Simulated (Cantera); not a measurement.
Input: 1 mol PH3, 0.056 mol H2O, 0.7 mol O2, held at 1800 °C and 69.0 Pa.

Equilibrium computed with Cantera from the NASA thermochemical tables; the gas is ideal and each condensed phase is pure. Candidate condensed phases: H2O, P, P4O10; 17 gas species. Gases not in the tables: HPO2, HPO3 and P4O6. Rates play no part.

Base state: H2 0.458, PO 0.291, H2O 0.0963, PO2 0.0813, H 0.0678, P2 0.00269, OH 0.00162, P 0.00138 (mole fractions); condensed: gas only.

What changes in the equilibrium state with this change: temperature from 1800 °C to 852 °C?


```csv
species,before,after
H2,0.458,0.562
H2O,0.0963,0.232
P2,0.00269,0.140
PO,0.291,0.00285
P4O10,<1e-9,0.0492
H,0.0678,1.27e-6
PO2,0.0813,0.00819
P4,<1e-9,0.00582
OH,0.00162,2.73e-9
O,0.000172,<1e-9
```

What changes in the equilibrium state with this change: temperature from 1800 °C to 727 °C?


```json
[
 {"species": "H2", "before": "0.458", "after": "0.694"},
 {"species": "H2O", "before": "0.0963", "after": "0.135"},
 {"species": "P2", "before": "0.00269", "after": "0.0740"},
 {"species": "PO", "before": "0.291", "after": "0.000137"},
 {"species": "PO2", "before": "0.0813", "after": "0.000300"},
 {"species": "P4O10", "before": "<1e-9", "after": "0.0640"},
 {"species": "P4", "before": "<1e-9", "after": "0.0321"},
 {"species": "H", "before": "0.0678", "after": "7.20e-8"},
 {"species": "OH", "before": "0.00162", "after": "<1e-9"},
 {"species": "P", "before": "0.00138", "after": "1.46e-9"}
]
```
